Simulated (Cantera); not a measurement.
Feed: 1 mol CO, 0.018 mol O2, 0.62 mol N2, at 0.00110 bar.

Cantera equilibrium calculation (NASA polynomials, part measured and part estimated; ideal gas, pure solids and liquids). Candidate condensed phases: C; 24 gas species. Equilibrium is a limit: real reactors are often held back by kinetics, nucleation or transport.

log p: log10 of the partial pressure in bar; nothing condenses.

```tsv
T (K)	log p CO	log p N2	log p CO2	log p O	log p NO
1675	-3.18	-3.38	-4.61	-10.19	[?]
1775	-3.18	-3.38	-4.61	-9.25	[?]
1875	-3.18	-3.38	-4.61	-8.41	[?]
1975	-3.18	-3.38	-4.61	-7.66	[?]
2075	-3.18	-3.38	-4.61	-6.98	[?]
2175	-3.18	-3.38	-4.62	-6.37	[?]
2275	-3.18	-3.38	-4.65	-5.84	[?]
2375	-3.18	-3.38	-4.72	-5.39	[?]
2475	-3.18	-3.38	-4.86	-5.06	[?]
2575	-3.18	-3.38	-5.08	-4.85	-6.05
2675	-3.18	-3.38	-5.37	-4.74	-6.06
2775	-3.18	-3.38	-5.69	-4.68	[?]
2875	-3.18	-3.39	-6.01	-4.65	[?]
```

Question: Fill in the missing entries.

Answer: 
- 1675, log p NO: -9.60
- 1775, log p NO: -8.94
- 1875, log p NO: -8.36
- 1975, log p NO: -7.84
- 2075, log p NO: -7.37
- 2175, log p NO: -6.96
- 2275, log p NO: -6.59
- 2375, log p NO: -6.31
- 2475, log p NO: -6.13
- 2775, log p NO: -6.12
- 2875, log p NO: -6.21
